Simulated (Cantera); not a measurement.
Input: 1 mol AlCl₃, 28 mol N₂, equilibrated at 873 K and 5.10 mbar.

Method: chemical equilibrium by Gibbs-energy minimisation in Cantera with the NASA 1993 tables (ideal gas, pure condensed phases). Candidate condensed phases: Al, AlCl₃, AlN; 11 gas species. Equilibrium is a limit: real reactors are often held back by kinetics, nucleation or transport.

Base state: N₂ 0.966, AlCl₃ 0.0345 (mole fractions); condensed: gas only.

**Question.** What changes in the equilibrium state with this change: AlCl₃ replaced by Al?

**Answer.** 
```
species      before  after
-----------  ------  -----
N₂            0.966   1.00
AlCl₃        0.0345      0
AlN(s), mol       0   1.00
```
